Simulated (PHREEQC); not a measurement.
**Polishing slurry liquid: speciation**

Consider water at 20 °C with 41 mmol/kgw H2SO4 and 0.0016 mmol/kgw H4SiO4. Closed to the air; pH follows from the charge balance.

Computed with PHREEQC (ion-association model, wateq4f.dat).

Each row changes one thing in this solution. No solid was allowed to form.

| case | pH | ionic strength (mol/kgw) | HSO4- (mol/kgw) | SO4-2 (mol/kgw) |
|---|---|---|---|---|
| as made | 1.34 | 0.0673 | 0.0278 | 0.0132 |
| diluted 5-fold with water | 1.93 | 0.0179 | 0.00336 | 0.00484 |
| H4SiO4 replaced by Na2SiO3 at the same molality | 1.34 | 0.0673 | 0.0278 | 0.0132 |
| H4SiO4 from 1.6e-06 to 1.6e-07 mol/kgw | 1.34 | 0.0673 | 0.0278 | 0.0132 |
| H4SiO4 left out | 1.34 | 0.0673 | 0.0278 | 0.0132 |
| H2SO4 from 0.041 to 0.0369 mol/kgw | 1.38 | 0.0618 | 0.0245 | 0.0124 |
| temperature from 20 to 65 °C | 1.40 | 0.0536 | 0.0347 | 0.00628 |
| H2SO4 from 0.041 to 0.0082 mol/kgw | 1.93 | 0.0179 | 0.00336 | 0.00484 |

Species that the database lacks are ignored. Away from 25 °C the constants follow the database's enthalpies or fits; those with neither stay at their 25 °C values.
